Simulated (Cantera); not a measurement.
## Carbon deposition, reforming and gasification: n-butane + H2

Feed: 1 mol n-butane, 5.6 mol H2, equilibrated at 10.0 mbar.

These are equilibrium values from Cantera (NASA tables, ideal gas, pure condensed phases), not measurements of a reactor. Candidate condensed phases: C, C6H6, C7H8, C8H18; 76 gas species. Equilibrium is a limit: real reactors are often held back by kinetics, nucleation or transport.

```
T (K)  log p H2  log p H  log p CH4  log p C2H2 (acetylene)  log p C3  log p C2H  log p C  n C(graphite)
-----  --------  -------  ---------  ----------------------  --------  ---------  -------  -------------
775       -2.01   -13.01      -3.71                    <-14      <-14       <-14     <-14           3.80
975       -2.00    -9.94      -4.90                  -11.24      <-14       <-14     <-14           3.99
1175      -2.00    -7.91      -5.72                   -9.20      <-14       <-14     <-14           4.00
1375      -2.00    -6.47      -6.30                   -7.75      <-14       <-14     <-14           4.00
1575      -2.00    -5.38      -6.74                   -6.68      <-14     -12.59     <-14           4.00
1775      -2.00    -4.54      -7.08                   -5.85    -13.28     -10.49   -12.89           4.00
1975      -2.01    -3.87      -7.36                   -5.19    -10.83      -8.82   -10.75           3.99
2175      -2.02    -3.32      -7.60                   -4.67     -8.84      -7.46    -9.01           3.95
2375      -2.06    -2.88      -7.86                   -4.27     -7.19      -6.35    -7.56           3.88
2575      -2.16    -2.54      -8.19                   -3.99     -5.81      -5.45    -6.34           3.73
2775      -2.33    -2.29      -8.65                   -3.84     -4.64      -4.72    -5.30           3.41
```
log p: log10 of the partial pressure in bar; n: condensed amount in mol.

From 775 K to 2775 K the condensed part is C(graphite). The main C-bearing gas is CH4 at 775 K and C2H2 (acetylene) at 2775 K.
